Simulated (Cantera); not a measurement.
A freely propagating, adiabatic, planar premixed flame of 11.3 % CO, 0.611 % H₂, 5.65 % CH₄, 15.7 % O₂, 59.0 % N₂, 7.69 % H₂O, unburnt at 450 K and 5.00 bar; multicomponent transport, grid criteria slope 0.08 and curve 0.16, no radiation.

Cantera simulation using GRI-Mech 3.0 (53 species, 325 reactions); the numbers are that mechanism's predictions, not measurements. Burning velocities carry a grid error of a few per cent, more on coarse grids.

x: mole fraction of selected species; z is measured from the peak of heat release.

| z (mm) | T (K) | u (m/s) | x CO | x H₂ | x CH₄ | x NO | x CO₂ | x C₂H₆ |
|---|---|---|---|---|---|---|---|---|
| -0.342 | 450 | 0.491 | 0.113 | 0.00642 | 0.0565 | <1e-8 | 7.26e-7 | <1e-8 |
| -0.228 | 453 | 0.494 | 0.113 | 0.00699 | 0.0564 | <1e-8 | 1.26e-5 | [?] |
| -0.171 | 462 | 0.504 | 0.113 | 0.00775 | 0.0561 | <1e-8 | 8.33e-5 | [?] |
| -0.114 | 521 | 0.571 | 0.112 | 0.00928 | 0.0539 | 5.64e-8 | 0.000868 | [?] |
| -0.0571 | 910 | 1.00 | 0.108 | 0.0119 | 0.0394 | 1.41e-6 | 0.0123 | [?] |
| -0.0285 | 1327 | 1.46 | 0.102 | 0.0133 | 0.0218 | 4.53e-6 | 0.0333 | [?] |
| 0 | 1738 | 1.89 | 0.0900 | 0.0133 | 0.00464 | 9.29e-6 | 0.0675 | [?] |
| 0.0285 | 1933 | 2.08 | 0.0679 | 0.0114 | 0.000218 | 1.51e-5 | 0.101 | [?] |
| 0.0571 | 2021 | 2.15 | 0.0525 | 0.0108 | 5.45e-6 | 1.93e-5 | 0.119 | <1e-8 |
| 0.114 | 2113 | 2.23 | 0.0413 | 0.0103 | <1e-8 | 2.45e-5 | 0.133 | <1e-8 |
| 0.228 | 2191 | 2.30 | 0.0356 | 0.00899 | <1e-8 | 3.09e-5 | 0.139 | <1e-8 |
| 0.457 | 2243 | 2.35 | 0.0318 | 0.00780 | <1e-8 | 3.83e-5 | 0.144 | <1e-8 |
| 0.913 | 2273 | 2.38 | 0.0294 | 0.00708 | <1e-8 | 4.64e-5 | 0.147 | <1e-8 |

Task: Some entries are withheld; supply them.

Result: 
- -0.228, x C₂H₆: 1.11e-7
- -0.171, x C₂H₆: 7.89e-7
- -0.114, x C₂H₆: 9.20e-6
- -0.0571, x C₂H₆: 0.000153
- -0.0285, x C₂H₆: 0.000303
- 0, x C₂H₆: 4.28e-5
- 0.0285, x C₂H₆: 1.03e-7
